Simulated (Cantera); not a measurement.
Charge: 1 mol BN, 0.11 mol O2, 14 mol N2, 2.4 mol HF, equilibrated at 902 °C and 1.00 Torr.

Method: chemical equilibrium by Gibbs-energy minimisation in Cantera with the NASA 1993 tables (ideal gas, pure condensed phases). Candidate condensed phases: B, BN, B2O3, B3O3H3, H2O; 62 gas species. The numbers say what is thermodynamically allowed, not how fast it happens.

Base state: N2 0.870, H2 0.0694, BF3 0.0418, BOF 0.0127, HF 0.00567, B3O3F3 0.000176, BHF2 2.59e-5, H2O 2.10e-5 (mole fractions); condensed: BN(s).

### Question
What changes in the equilibrium state with this change: O2 from 0.11 to 2.4 mol?

### Answer
| species | before | after |
|---|---|---|
| N2 | 0.870 | 0.775 |
| O2 | <1e-9 | 0.0882 |
| HF | 0.00567 | 0.0711 |
| H2 | 0.0694 | 1.88e-8 |
| H2O | 2.10e-5 | 0.0273 |
| BF3 | 0.0418 | 0.00973 |
| BOF | 0.0127 | 0.0243 |
| NO | <1e-9 | 0.000103 |
| BHF2 | 2.59e-5 | <1e-9 |
| BN(s), mol | 0.0848 | 0 |
| B2O3(l), mol | 0 | 0.122 |
